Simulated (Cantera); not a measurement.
Input: 1 mol C2H2, 3.1 mol CO2, a varied amount of H2, equilibrated at 1075 °C and 11.0 mbar.

Method: chemical equilibrium by Gibbs-energy minimisation in Cantera with the NASA 1993 tables (ideal gas, pure condensed phases). Candidate condensed phases: C, C6H6, C7H8, C8H18, H2O; 110 gas species. Kinetics and transport are ignored.

x: gas mole fraction; nothing condenses.

| n(H2) (mol) | x H2 | x CO | x H2O | x CO2 | x H | x OH | x CH4 |
|---|---|---|---|---|---|---|---|
| 9.6 | 0.619 | 0.311 | 0.0558 | 0.0143 | 1.74e-5 | [?] | 5.45e-9 |
| 12 | 0.668 | 0.271 | 0.0503 | 0.0104 | 1.80e-5 | [?] | 6.61e-9 |
| 14 | 0.700 | 0.245 | 0.0464 | 0.00832 | 1.85e-5 | [?] | 7.46e-9 |
| 17 | 0.738 | 0.215 | 0.0415 | 0.00616 | 1.89e-5 | [?] | 8.56e-9 |
| 21 | 0.776 | 0.184 | 0.0362 | 0.00438 | 1.94e-5 | [?] | 9.75e-9 |
| 25 | 0.804 | 0.161 | 0.0321 | 0.00328 | 1.98e-5 | [?] | 1.07e-8 |
| 31 | 0.835 | 0.135 | 0.0274 | 0.00227 | 2.02e-5 | [?] | 1.18e-8 |
| 38 | 0.861 | 0.114 | 0.0234 | 0.00158 | 2.05e-5 | [?] | 1.28e-8 |
| 46 | 0.882 | 0.0968 | 0.0200 | 0.00112 | 2.07e-5 | [?] | 1.37e-8 |
| 56 | 0.901 | 0.0813 | 0.0169 | 0.000781 | 2.09e-5 | [?] | 1.45e-8 |
| 67 | 0.916 | 0.0692 | 0.0145 | 0.000560 | 2.11e-5 | [?] | 1.51e-8 |
| 82 | 0.930 | 0.0575 | 0.0121 | 0.000382 | 2.13e-5 | [?] | 1.57e-8 |
| 100 | 0.942 | 0.0478 | 0.0101 | 0.000262 | 2.14e-5 | [?] | 1.63e-8 |

Question: Some entries are withheld; supply them.

Answer: 
- 9.6, x OH: 2.52e-8
- 12, x OH: 2.19e-8
- 14, x OH: 1.97e-8
- 17, x OH: 1.71e-8
- 21, x OH: 1.46e-8
- 25, x OH: 1.27e-8
- 31, x OH: 1.06e-8
- 38, x OH: 8.94e-9
- 46, x OH: 7.56e-9
- 56, x OH: 6.34e-9
- 67, x OH: 5.38e-9
- 82, x OH: 4.46e-9
- 100, x OH: 3.70e-9
